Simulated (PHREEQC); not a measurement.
1.6 g of hydrous ferric oxide (600 m²/g; 0.2 weak and 0.005 strong sites per Fe, Dzombak-Morel constants, diffuse double layer) in 1 kg of water with 0.01 mol/kgw of an inert sodium salt and 0.0053 mol/kgw BaCl2 and 2.1e-05 mol/kgw ZnCl2, at 25 °C; the pH is set by adding NaOH or the inert anion's acid. Oxygen is held at 0.21 atm. The system is closed to CO2. Precipitation was switched off in this run.

The series has 17 steps of pH, from 3 to 9.

Model: ion-association model, wateq4f.dat, run in PHREEQC.

Near which pH is half of the Zn sorbed, and on which side is more sorbed?

Near pH 5.6, with more sorbed at higher pH.

The oxide is taken as insoluble; below pH 4 it would dissolve.
